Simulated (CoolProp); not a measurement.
Vapour-liquid equilibrium of benzene (1) + n-decane (2) at 170.25 °C; x and y are mole fractions of (1).

Model: multi-fluid Helmholtz-energy mixture model, Thol 2012 and Lemmon 2006; pair parameters Bell 2016, in CoolProp.

Q: Give the bubble pressure and the first vapour's composition at x = 0.45, 0.55, 0.95. Is there an azeotrope?

A: x = 0.45: 0.4250 MPa, y = 0.860; x = 0.55: 0.5003 MPa, y = 0.898; x = 0.95: 0.8186 MPa, y = 0.991. No azeotrope shows between x = 0.05 and 0.95.

The pair parameters rest on a limited set of measurements; away from them the model extrapolates.
